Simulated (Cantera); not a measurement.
An adiabatic, constant-volume homogeneous reactor starts with CH4 : O2 : N2 : H2O = 1 : 2.67 : 10 : 2.4 (molar parts), at 1750 K and 1.00 bar. Integrator tolerance rtol = 1e-08.

Computed with Cantera and GRI-Mech 3.0 (53 species, 325 reactions).

Task: What does this change do: initial temperature 1750 to 1275 K?

Result: 
| quantity | before | after |
|---|---|---|
| time of steepest temperature rise | 0.150 ms | 19.1 ms |
| temperature at 4.00 s | 2718 K | 2539 K |
| equilibrium temperature | 2718 K | 2539 K |
| x(CH4) at 4.00 s | <1e-12 (gas-phase equilibrium <1e-12) | <1e-12 (gas-phase equilibrium <1e-12) |
| x(O2) at 4.00 s | 0.0421 (gas-phase equilibrium 0.0421) | 0.0395 (gas-phase equilibrium 0.0395) |
| x(H2O) at 4.00 s | 0.236 (gas-phase equilibrium 0.236) | 0.255 (gas-phase equilibrium 0.255) |
| x(N2O) at 4.00 s | 7.88e-7 (gas-phase equilibrium 7.88e-7) | 6.53e-7 (gas-phase equilibrium 6.53e-7) |
| x(HO2) at 4.00 s | 1.25e-5 (gas-phase equilibrium 1.25e-5) | 8.59e-6 (gas-phase equilibrium 8.59e-6) |
| x(C2H2) at 4.00 s | <1e-12 (gas-phase equilibrium <1e-12) | <1e-12 (gas-phase equilibrium <1e-12) |
| x(NO) at 4.00 s | 0.0128 (gas-phase equilibrium 0.0128) | 0.00941 (gas-phase equilibrium 0.00941) |

Task: What does this change do: constant pressure in place of constant volume?

Result: 
| quantity | before | after |
|---|---|---|
| time of steepest temperature rise | 0.150 ms | 0.157 ms |
| temperature at 4.00 s | 2718 K | 2603 K |
| equilibrium temperature | 2718 K | 2603 K |
| x(CH4) at 4.00 s | <1e-12 (gas-phase equilibrium <1e-12) | <1e-12 (gas-phase equilibrium <1e-12) |
| x(O2) at 4.00 s | 0.0421 (gas-phase equilibrium 0.0421) | 0.0417 (gas-phase equilibrium 0.0417) |
| x(H2O) at 4.00 s | 0.236 (gas-phase equilibrium 0.236) | 0.243 (gas-phase equilibrium 0.243) |
| x(N2O) at 4.00 s | 7.88e-7 (gas-phase equilibrium 7.88e-7) | 5.20e-7 (gas-phase equilibrium 5.20e-7) |
| x(HO2) at 4.00 s | 1.25e-5 (gas-phase equilibrium 1.25e-5) | 8.57e-6 (gas-phase equilibrium 8.57e-6) |
| x(C2H2) at 4.00 s | <1e-12 (gas-phase equilibrium <1e-12) | <1e-12 (gas-phase equilibrium <1e-12) |
| x(NO) at 4.00 s | 0.0128 (gas-phase equilibrium 0.0128) | 0.0107 (gas-phase equilibrium 0.0107) |
